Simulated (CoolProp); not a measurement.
A single-stage vapour-compression cycle with R22: evaporating at 253.15 K (dew point), condensing at 304.15 K (bubble point), superheat 10 K, subcooling 5 K, compressor efficiency 0.8, no pressure losses. Each further row changes one setting.

Values from CoolProp's reference Helmholtz-energy equation of state, Kamei 1995.

```
case                              cooling COP  pressure ratio  discharge temperature (K)  refrigerating effect (kJ/kg)  volumetric capacity (kJ/m³)
--------------------------------  -----------  --------------  -------------------------  ----------------------------  ---------------------------
as stated                                3.24            4.99                      354.5                           172                         1770
evaporating temperature 258.15 K         3.74            4.13                      349.3                           174                         2140
condensing temperature 299.15 K          3.69            4.37                      346.5                           178                         1830
subcooling 10 K                          3.36            4.99                      354.5                           178                         1830
superheat 20 K                           3.22            4.99                      365.7                           179                         1760
compressor efficiency 0.7                2.84            4.99                      363.9                           172                         1770
```
